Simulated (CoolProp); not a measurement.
Model: reference Helmholtz-energy equation of state, Akasaka 2020, in CoolProp.

### Question
For R1123, give the phase and the Joule-Thomson coefficient (K/MPa) at 67.65 °C and 0.0632 MPa; 67.65 °C and 0.901 MPa.

### Answer
- 67.65 °C and 0.0632 MPa: gas; Joule-Thomson coefficient 9.05
- 67.65 °C and 0.901 MPa: gas; Joule-Thomson coefficient 9.50
